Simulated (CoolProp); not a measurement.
Vapour-liquid equilibrium of R152A (1) + n-butane (2) at 3.44 bar; x and y are mole fractions of (1).

Computed with CoolProp (multi-fluid Helmholtz-energy mixture model, Outcalt 1996 and Bücker 2006; pair parameters Bell 2016).

Q: Give the bubble temperature and the first vapour's composition at x = 0.35, 0.5, 0.95. Is there an azeotrope?

A: x = 0.35: 9.5 °C, y = 0.649; x = 0.5: 7.6 °C, y = 0.697; x = 0.95: 6.8 °C, y = 0.930. y crosses x between x = 0.8 and 0.95: the model has an azeotrope there.

The pair parameters rest on a limited set of measurements; away from them the model extrapolates. With so large a gap from Raoult's law the liquid may split in two, which this calculation doesn't test in full.
